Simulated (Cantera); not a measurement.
A freely propagating, adiabatic, planar premixed flame of H₂ : O₂ : N₂ : H₂O = 1 : 0.25 : 0.675 : 0.002 (molar parts), unburnt at 625 K and 0.450 bar; mixture-averaged transport, grid criteria slope 0.08 and curve 0.16, no radiation.

Computed with Cantera and the H2/O2 subset of GRI-Mech 3.0, which has no nitrogen chemistry. Burning velocities carry a grid error of a few per cent, more on coarse grids.

### Question
Predict: laminar burning velocity; thermal thickness; peak x(HO₂); peak x(OH); peak x(O); peak x(H₂O₂).

### Answer
laminar burning velocity: 1060 cm/s
thermal thickness: 1.21 mm
peak x(HO₂): 0.000135
peak x(OH): 0.00871
peak x(O): 0.00646
peak x(H₂O₂): 2.32e-6
